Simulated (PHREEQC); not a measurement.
A solution holds 140 mmol/kgw HCl, 4.2 mmol/kgw CuSO4 and 0.16 mmol/kgw CuCl2, at 20 °C. Closed to the air; pH follows from the charge balance.

Model: ion-association model, phreeqc.dat, run in PHREEQC.

```
quantity                    before     after
------------------------  --------  --------
pH                            0.96      0.94
ionic strength (mol/kgw)     0.149     0.140
Cu+2 (mol/kgw)             0.00387  0.000144
CuCl+ (mol/kgw)           0.000407   1.54e-5
CuCl2 (mol/kgw)            1.53e-5   5.92e-7
CuCl3- (mol/kgw)           7.16e-9  2.77e-10
```

Question: Which change was made?
(A) HCl from 0.14 to 0.014 mol/kgw
(B) CuCl2 from 0.00016 to 8e-05 mol/kgw
(C) CuSO4 from 0.0042 to 0.00378 mol/kgw
(D) CuSO4 left out
(E) temperature from 20 to 30 °C

Answer: D, CuSO4 left out

No solid was allowed to form.
